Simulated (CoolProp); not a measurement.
Vapour-liquid equilibrium of diethyl ether (1) + benzene (2) at 70.55 °C; x and y are mole fractions of (1).

Values from CoolProp's multi-fluid Helmholtz-energy mixture model, Thol 2014 and Thol 2012; pair parameters Bell 2016.

| x | bubble pressure (bar) | y at the bubble point | dew pressure at overall composition x (bar) | liquid density (mol/L) |
|---|---|---|---|---|
| 0.05 | 0.8638 | 0.173 | 0.7787 | 10.46 |
| 0.125 | ? | ? | 0.8287 | 10.33 |
| 0.2 | 1.208 | 0.493 | 0.8854 | 10.21 |
| 0.275 | 1.380 | 0.594 | 0.9505 | 10.08 |
| 0.35 | ? | 0.674 | 1.026 | 9.949 |
| 0.425 | ? | 0.738 | 1.114 | 9.819 |
| 0.5 | 1.904 | 0.791 | 1.218 | 9.690 |
| 0.575 | 2.081 | 0.836 | 1.343 | 9.559 |
| 0.65 | 2.261 | 0.875 | 1.497 | 9.427 |
| 0.725 | 2.442 | 0.908 | 1.689 | 9.294 |
| 0.8 | ? | ? | 1.936 | 9.159 |
| 0.875 | 2.813 | ? | 2.263 | 9.022 |
| 0.95 | 3.001 | 0.986 | 2.717 | 8.882 |

Q: What belongs in the gaps?

A: 
- 0.125, bubble pressure (bar): 1.036
- 0.125, y at the bubble point: 0.359
- 0.35, bubble pressure (bar): 1.553
- 0.425, bubble pressure (bar): 1.728
- 0.8, bubble pressure (bar): 2.626
- 0.8, y at the bubble point: 0.937
- 0.875, y at the bubble point: 0.963

No azeotrope shows between x = 0.05 and 0.95.

The pair parameters rest on a limited set of measurements; away from them the model extrapolates.
